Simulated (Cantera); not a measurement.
An adiabatic, constant-volume homogeneous reactor starts with CH4 : H2 : O2 : N2 = 1 : 0.16 : 4.24 : 24.2 (molar parts), equivalence ratio 0.49, at 1225 K and 3750 Torr.

Cantera simulation using GRI-Mech 3.0 (53 species, 325 reactions); the numbers are that mechanism's predictions, not measurements.

### Question
Predict: time of steepest temperature rise; temperature at 4.00 s; equilibrium temperature; x(H2) at 4.00 s; x(O2) at 4.00 s; x(H2O2) at 4.00 s; x(NO2) at 4.00 s.

### Answer
```
Item                                                                Result
---------------------------------  ---------------------------------------
time of steepest temperature rise                                  1.94 ms
temperature at 4.00 s                                               2176 K
equilibrium temperature                                             2176 K
x(H2) at 4.00 s                    9.10e-5 (gas-phase equilibrium 9.10e-5)
x(O2) at 4.00 s                      0.0692 (gas-phase equilibrium 0.0692)
x(H2O2) at 4.00 s                  1.80e-7 (gas-phase equilibrium 1.80e-7)
x(NO2) at 4.00 s                   1.57e-5 (gas-phase equilibrium 1.57e-5)
```
